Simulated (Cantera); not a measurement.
# Thermodynamics of calcination and drying, feed Mg(OH)₂ + H₂O

Charge: 1 mol Mg(OH)₂, 2.6 mol H₂O, held at 68.3 Torr.

Cantera equilibrium calculation (NASA polynomials, part measured and part estimated; ideal gas, pure solids and liquids). Candidate condensed phases: H₂O, Mg, MgO, Mg(OH)₂; 15 gas species. Equilibrium is a limit: real reactors are often held back by kinetics, nucleation or transport.

From 1400 K to 2075 K the condensed part is MgO(s). The main Mg-bearing gas is Mg(OH)₂ throughout.

| T (K) | x H₂O | x H₂ | x O₂ | x OH | n MgO(s) |
|---|---|---|---|---|---|
| 1400 | 1.000 | 0.000169 | 7.84e-5 | 2.46e-5 | 1.00 |
| 1475 | 0.999 | 0.000352 | 0.000161 | 6.00e-5 | 1.00 |
| 1550 | 0.999 | 0.000682 | 0.000308 | 0.000134 | 1.000 |
| 1625 | 0.998 | 0.00125 | 0.000554 | 0.000279 | 1.000 |
| 1700 | 0.996 | 0.00216 | 0.000947 | 0.000541 | 1.000 |
| 1775 | 0.994 | 0.00357 | 0.00154 | 0.000994 | 1.000 |
| 1850 | 0.990 | 0.00566 | 0.00241 | 0.00174 | 1.000 |
| 1925 | 0.984 | 0.00866 | 0.00364 | 0.00290 | 1.000 |
| 2000 | 0.976 | 0.0128 | 0.00532 | 0.00464 | 1.000 |
| 2075 | 0.965 | 0.0184 | 0.00753 | 0.00718 | 1.000 |
x: gas mole fraction; n: condensed amount in mol.
